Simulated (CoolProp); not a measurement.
Properties of R152A at several states.

Values from CoolProp's reference Helmholtz-energy equation of state, Outcalt 1996. It is a modified Benedict-Webb-Rubin equation, recast in Helmholtz form.

```json
[
 {"T (°C)": "-48.45", "p (MPa)": "6.1", "phase": "liquid", "cv (kJ/(kg K))": "?", "speed of sound (m/s)": "1040", "Joule-Thomson coefficient (K/MPa)": "?", "Prandtl number": "4.90", "fugacity coefficient": "0.005895"},
 {"T (°C)": "19.35", "p (MPa)": "5.97", "phase": "liquid", "cv (kJ/(kg K))": "1.129", "speed of sound (m/s)": "728.3", "Joule-Thomson coefficient (K/MPa)": "?", "Prandtl number": "3.02", "fugacity coefficient": "0.08791"},
 {"T (°C)": "59.75", "p (MPa)": "1.71", "phase": "liquid", "cv (kJ/(kg K))": "?", "speed of sound (m/s)": "472.4", "Joule-Thomson coefficient (K/MPa)": "0.2789", "Prandtl number": "2.55", "fugacity coefficient": "?"}
]
```

Question: Complete the blanks.

Answer: 
- -48.45, cv (kJ/(kg K)): 1.047
- -48.45, Joule-Thomson coefficient (K/MPa): -0.3618
- 19.35, Joule-Thomson coefficient (K/MPa): -0.1801
- 59.75, cv (kJ/(kg K)): 1.202
- 59.75, fugacity coefficient: 0.6985

Viscosity comes from a separate model (Bell 2016), an estimate that may be off by 10 % or more. Thermal conductivity comes from a separate model (Krauss 1996).
